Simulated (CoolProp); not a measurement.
A single-stage vapour-compression cycle with tetrahydrofuran: evaporating at 315.15 K (dew point), condensing at 341.15 K (bubble point), superheat 10 K, subcooling 5 K, compressor efficiency 0.7, no pressure losses. Each further row changes one setting.

Computed with CoolProp (reference Helmholtz-energy equation of state, Fiedler 2023).

| case | cooling COP | pressure ratio | discharge temperature (K) | refrigerating effect (kJ/kg) | volumetric capacity (kJ/m³) |
|---|---|---|---|---|---|
| as stated | 8.12 | 2.49 | 366.2 | 407 | 479 |
| evaporating temperature 320.15 K | [?] | 2.06 | 362.8 | 413 | 579 |
| condensing temperature 336.15 K | [?] | 2.12 | 359.0 | 416 | 490 |
| subcooling 10 K | 8.31 | 2.49 | 366.2 | 416 | 490 |
| superheat 20 K | [?] | 2.49 | 376.0 | 419 | 478 |
| compressor efficiency 0.6 | 6.96 | 2.49 | 372.2 | 407 | 479 |

Task: Some entries are withheld; supply them.

Result: 
- evaporating temperature 320.15 K, cooling COP: 10.3
- condensing temperature 336.15 K, cooling COP: 10.2
- superheat 20 K, cooling COP: 8.11
